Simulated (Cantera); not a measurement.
Input: 1 mol borazine, 3.5 mol O2, 13 mol H2, held at 0.330 bar.

Equilibrium computed with Cantera from the NASA thermochemical tables; the gas is ideal and each condensed phase is pure. Candidate condensed phases: B, BN, B2O3, B3O3H3, H2O; 39 gas species. The feed counts by its element totals alone. Rates play no part. All values below are at 1998 K.

Base state: H2 0.702, HBO2 0.115, N2 0.0788, H2O 0.0769, B2O3 0.0180, HBO 0.00581, H 0.00234, BO 0.000281 (mole fractions); condensed: gas only.

### Question
What changes in the equilibrium state with this change: borazine replaced by BF3?

### Answer
| species | before | after |
|---|---|---|
| H2 | 0.702 | 0.399 |
| H2O | 0.0769 | 0.368 |
| HF | 0 | 0.165 |
| N2 | 0.0788 | 0 |
| BOF | 0 | 0.0346 |
| B2O3 | 0.0180 | 0.000275 |
| HBO2 | 0.115 | 0.0312 |
| BF3 | 0 | 7.30e-5 |
| B2O2 | 0.000131 | 2.38e-7 |
| HBO | 0.00581 | 0.000186 |

### Question
What changes in the equilibrium state with this change: borazine replaced by B?

### Answer
| species | before | after |
|---|---|---|
| H2 | 0.702 | 0.553 |
| H2O | 0.0769 | 0.372 |
| HBO2 | 0.115 | 0.0706 |
| N2 | 0.0788 | 0 |
| B2O3 | 0.0180 | 0.00139 |
| B2O2 | 0.000131 | 1.66e-6 |
| HBO | 0.00581 | 0.000579 |
| BO | 0.000281 | 3.16e-5 |
| OH | 2.55e-5 | 0.000139 |
